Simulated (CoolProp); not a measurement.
A single-stage vapour-compression cycle with R113: evaporating at 326.15 K (dew point), condensing at 382.15 K (bubble point), superheat 2 K, subcooling 2 K, compressor efficiency 0.65, no pressure losses. Each further row changes one setting.

Model: reference Helmholtz-energy equation of state, Marx 1992, in CoolProp.

```json
[
 {"case": "as stated", "cooling COP": "2.87", "pressure ratio": "4.44", "discharge temperature (K)": "382.1", "refrigerating effect (kJ/kg)": "91.0", "volumetric capacity (kJ/m³)": "791"},
 {"case": "evaporating temperature 331.15 K", "cooling COP": "3.29", "pressure ratio": "(withheld)", "discharge temperature (K)": "382.1", "refrigerating effect (kJ/kg)": "(withheld)", "volumetric capacity (kJ/m³)": "948"},
 {"case": "condensing temperature 377.15 K", "cooling COP": "3.27", "pressure ratio": "3.97", "discharge temperature (K)": "377.2", "refrigerating effect (kJ/kg)": "96.1", "volumetric capacity (kJ/m³)": "835"},
 {"case": "subcooling 7 K", "cooling COP": "3.03", "pressure ratio": "4.44", "discharge temperature (K)": "382.1", "refrigerating effect (kJ/kg)": "96.1", "volumetric capacity (kJ/m³)": "835"},
 {"case": "superheat 12 K", "cooling COP": "(withheld)", "pressure ratio": "4.44", "discharge temperature (K)": "(withheld)", "refrigerating effect (kJ/kg)": "98.1", "volumetric capacity (kJ/m³)": "(withheld)"},
 {"case": "compressor efficiency 0.55", "cooling COP": "2.43", "pressure ratio": "4.44", "discharge temperature (K)": "388.3", "refrigerating effect (kJ/kg)": "91.0", "volumetric capacity (kJ/m³)": "791"}
]
```

**Question.** Complete the blanks.

**Answer.** 
- evaporating temperature 331.15 K, pressure ratio: 3.80
- evaporating temperature 331.15 K, refrigerating effect (kJ/kg): 94.1
- superheat 12 K, cooling COP: 2.94
- superheat 12 K, discharge temperature (K): 391.9
- superheat 12 K, volumetric capacity (kJ/m³): 823

The compression ends wet for: as stated; evaporating temperature 331.15 K; condensing temperature 377.15 K; subcooling 7 K.
